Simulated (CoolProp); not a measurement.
Properties of n-perfluorobutane along the isobar 2.06 MPa.

Computed with CoolProp (reference Helmholtz-energy equation of state, Gao 2022).

```json
[
 {"T (K)": "342", "phase": "liquid", "cp (kJ/(kg K))": "1.233", "cv (kJ/(kg K))": "0.9226"},
 {"T (K)": "348.2", "phase": "liquid", "cp (kJ/(kg K))": "1.258", "cv (kJ/(kg K))": "0.9281"},
 {"T (K)": "354.3", "phase": "liquid", "cp (kJ/(kg K))": "1.289", "cv (kJ/(kg K))": "0.9338"},
 {"T (K)": "360.5", "phase": "liquid", "cp (kJ/(kg K))": "1.334", "cv (kJ/(kg K))": "0.9398"},
 {"T (K)": "366.7", "phase": "liquid", "cp (kJ/(kg K))": "1.404", "cv (kJ/(kg K))": "0.9466"},
 {"T (K)": "372.9", "phase": "liquid", "cp (kJ/(kg K))": "1.538", "cv (kJ/(kg K))": "0.9548"},
 {"T (K)": "379.1", "phase": "liquid", "cp (kJ/(kg K))": "2.015", "cv (kJ/(kg K))": "0.9672"},
 {"T (K)": "385.3", "phase": "gas", "cp (kJ/(kg K))": "1.548", "cv (kJ/(kg K))": "0.9568"},
 {"T (K)": "391.5", "phase": "gas", "cp (kJ/(kg K))": "1.311", "cv (kJ/(kg K))": "0.9522"},
 {"T (K)": "397.7", "phase": "gas", "cp (kJ/(kg K))": "1.216", "cv (kJ/(kg K))": "0.9505"},
 {"T (K)": "403.9", "phase": "gas", "cp (kJ/(kg K))": "1.164", "cv (kJ/(kg K))": "0.9501"},
 {"T (K)": "410.1", "phase": "gas", "cp (kJ/(kg K))": "1.132", "cv (kJ/(kg K))": "0.9504"},
 {"T (K)": "416.3", "phase": "gas", "cp (kJ/(kg K))": "1.110", "cv (kJ/(kg K))": "0.9513"},
 {"T (K)": "422.5", "phase": "gas", "cp (kJ/(kg K))": "1.094", "cv (kJ/(kg K))": "0.9525"},
 {"T (K)": "428.7", "phase": "gas", "cp (kJ/(kg K))": "1.082", "cv (kJ/(kg K))": "0.9540"},
 {"T (K)": "434.9", "phase": "gas", "cp (kJ/(kg K))": "1.074", "cv (kJ/(kg K))": "0.9556"}
]
```
